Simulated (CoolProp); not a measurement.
Saturation properties of carbonyl sulfide (Tc = 378.8 K, pc = 6.369 MPa, ω = 0.098).

Model: reference Helmholtz-energy equation of state, Lemmon 2006, in CoolProp. It is a short technical equation, of lower accuracy than the large ones.

| T (K) | p (MPa) | enthalpy of vaporisation (kJ/kg) | liquid cp (kJ/(kg K)) | vapour Z |
|---|---|---|---|---|
| 272.5 | 0.6378 | 270.8 | 1.274 | 0.8980 |
| 277.8 | 0.7449 | 266.0 | 1.290 | 0.8865 |
| 283.1 | 0.8646 | 260.9 | 1.308 | 0.8742 |
| 288.3 | 0.9953 | 255.7 | 1.327 | 0.8614 |
| 293.6 | 1.143 | 250.1 | 1.349 | 0.8475 |
| 298.9 | 1.305 | 244.2 | 1.373 | 0.8327 |
| 304.2 | 1.484 | 238.1 | 1.400 | 0.8170 |
| 309.5 | 1.680 | 231.6 | 1.431 | 0.8002 |
| 314.8 | 1.895 | 224.7 | 1.467 | 0.7825 |
| 320 | 2.123 | 217.6 | 1.507 | 0.7639 |
| 325.3 | 2.376 | 209.8 | 1.555 | 0.7438 |
| 330.6 | 2.650 | 201.5 | 1.613 | 0.7223 |
| 335.9 | 2.946 | 192.6 | 1.683 | 0.6992 |

It boils at 223.0 K under 1 atm.
